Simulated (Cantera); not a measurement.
Input: 1 mol FeS₂, 0.54 mol O₂, held at 950 K and 10.0 mbar.

These are equilibrium values from Cantera (NASA tables, ideal gas, pure condensed phases), not measurements of a reactor. Candidate condensed phases: Fe, FeO, FeS, FeSO₄, FeS₂, Fe₂O₃, Fe₂(SO₄)₃, Fe₃O₄, S; 12 gas species. FeS: taken at fixed stoichiometry. Gases not in the tables: S₃ to S₇. Equilibrium is a limit: real reactors are often held back by kinetics, nucleation or transport.

Base state: SO₂ 0.699, S₂ 0.294, S₂O 0.00631, SO 5.95e-5 (mole fractions); condensed: FeS(s).

### Question
What changes in the equilibrium state with this change: temperature from 950 K to 775 K?

### Answer
| species | before | after |
|---|---|---|
| SO₂ | 0.699 | 0.991 |
| S₂ | 0.294 | 0.00801 |
| S₂O | 0.00631 | 0.000563 |
| SO | 5.95e-5 | 8.87e-7 |
| FeS(s), mol | 1.00 | 0 |
| FeS₂(s), mol | 0 | 0.795 |
| Fe₃O₄(s), mol | 0 | 0.0684 |

### Question
What changes in the equilibrium state with this change: O₂ from 0.54 to 2 mol?

### Answer
```tsv
species	before	after
SO₂	0.699	0.952
S₂	0.294	0.0461
S₂O	0.00631	0.00183
SO	5.95e-5	4.37e-5
FeS(s), mol	1.00	0.308
Fe₃O₄(s), mol	0	0.231
```

### Question
What changes in the equilibrium state with this change: O₂ from 0.54 to 2.8 mol?

### Answer
| species | before | after |
|---|---|---|
| SO₂ | 0.699 | 0.960 |
| SO₃ | 7.79e-9 | 0.0310 |
| O₂ | <1e-9 | 0.00927 |
| S₂ | 0.294 | <1e-9 |
| S₂O | 0.00631 | <1e-9 |
| SO | 5.95e-5 | <1e-9 |
| FeS(s), mol | 1.00 | 0 |
| Fe₂O₃(s), mol | 0 | 0.500 |
